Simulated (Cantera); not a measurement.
Cantera run:

```python
import numpy as np
import cantera as ct

gas_names = """
    CL CL2 H HCL H2 N NH NH2 NH3 N2 N2H2 N2H4 Si SiCL SiCL2 SiCL3 SiCL4 SiH SiHCL3 SiH2 SiH2CL2 SiH3
    SiH3CL SiH4 SiN Si2 Si2N Si3
""".split()
cond_names = """
    NH4CL(a) NH4CL(b) Si(cr) Si(L) Si3N4(a)
""".split()


# ... load() reads the species with a 1 bar reference pressure and builds the phases ...
atoms = {
    'SiHCl3': {'Si': 1, 'H': 1, 'CL': 3},
    'N2': {'N': 2},
    'H2': {'H': 2},
}
top_T = {'Si3N4(a)': 2400}  # K; cautious upper limits of use, not melting points


# ... equilibrate(T, P, feed) seeds the gas with the atoms and calls Mixture.equilibrate('TP', solver="vcs", rtol=1e-11, max_steps=5000) ...
results = []
feed = {'SiHCl3': 1, 'N2': 85, 'H2': 4.1}  # mol
T = 1825  # K
for P in [5, 15, 45, 140, 410, 1200, 3700, 11000, 33000, 100000]:
    mix = equilibrate(T, P, feed)
    results.append((T, P, feed, dict(zip(mix.species_names, mix.species_moles))))

top = {s: max(r[3][s] / sum(r[3][g] for g in gas_names) for r in results) for s in gas_names}
cols = sorted((s for s in top if top[s] > 1e-06), key=lambda s: -top[s])[:8]
seen = [c for c in cond_names if any(r[3].get(c, 0) > 1e-12 for r in results)]
print("log10 of partial pressures in bar; condensed amounts in mol")
print(f"{'P/Pa':>10s}" + "".join(f"{s[:9]:>10s}" for s in cols + seen))
for T, P, feed, n in results:
    ng = sum(n[g] for g in gas_names)
    print(f"{P:10.4g}" + "".join(f"{np.log10(max(n[s] / ng * P / 1e5, 1e-99)):10.3f}" for s in cols)
          + "".join(f"{n.get(c, 0):10.4g}" for c in seen))
```

Result:

```
log10 of partial pressures in bar; condensed amounts in mol
      P/Pa        N2        H2       HCL         H     SiCL2        Si        CL      SiCL     Si(L)  Si3N4(a)
         5    -4.338    -5.774    -5.987    -6.243    -6.821    -6.438    -6.574    -7.664         0         0
        15    -3.859    -5.257    -5.542    -5.984    -6.116    -6.107    -6.387    -7.146         0         0
        45    -3.380    -4.748    -5.120    -5.730    -5.499    -5.824    -6.220    -6.697         0         0
       140    -2.886    -4.232    -4.691    -5.472    -4.919    -5.588    -6.048    -6.288         0         0
       410    -2.418    -3.752    -4.275    -5.232    -4.404    -5.423    -5.873    -5.948         0         0
      1200    -1.951    -3.278    -3.834    -4.995    -3.915    -5.342    -5.669    -5.664   0.01515         0
      3700    -1.462    -2.802    -3.247    -4.757    -3.495    -5.621    -5.320    -5.593         0   0.06492
   1.1e+04    -0.989    -2.346    -2.678    -4.529    -3.129    -5.937    -4.979    -5.568         0    0.1245
   3.3e+04    -0.512    -1.888    -2.123    -4.300    -2.796    -6.255    -4.653    -5.560         0    0.1816
     1e+05    -0.030    -1.424    -1.584    -4.068    -2.502    -6.576    -4.345    -5.574         0    0.2315
```

These are equilibrium values from Cantera (NASA tables, ideal gas, pure condensed phases), not measurements of a reactor. The tables' values for SiCl, SiCl3, SiN are old estimates; treat these amounts as uncertain.
